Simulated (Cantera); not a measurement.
Input: 1 mol Ca(OH)2, 0.38 mol C, 0.037 mol H2O, held at 700 °C and 1.80 bar.

Method: chemical equilibrium by Gibbs-energy minimisation in Cantera with the NASA 1993 tables (ideal gas, pure condensed phases). Candidate condensed phases: C, C6H6, C7H8, C8H18, Ca, CaCO3, CaO, Ca(OH)2, H2O; 115 gas species. Rates play no part.

Base state: H2 0.659, H2O 0.294, CO 0.0240, CO2 0.0172, CH4 0.00605 (mole fractions); condensed: CaCO3(calcite) + CaO(s).

Question: What changes in the equilibrium state with this change: temperature from 700 °C to 1950 °C?

Answer: 
```
species               before     after
-------------------  -------  --------
H2O                    0.294     0.410
H2                     0.659     0.319
CO                    0.0240     0.216
CO2                   0.0172    0.0519
Ca(OH)2                <1e-9  0.000198
CH4                  0.00605     <1e-9
H                      <1e-9   0.00270
CaCO3(calcite), mol    0.329         0
CaO(s), mol            0.671     1.000
```

Question: What changes in the equilibrium state with this change: C from 0.38 to 0.013 mol?

Answer: 
```
species               before     after
-------------------  -------  --------
H2O                    0.294     0.963
H2                     0.659    0.0246
CO2                   0.0172    0.0122
CO                    0.0240  0.000193
CH4                  0.00605     <1e-9
CaCO3(calcite), mol    0.329         0
CaO(s), mol            0.671      1.00
```
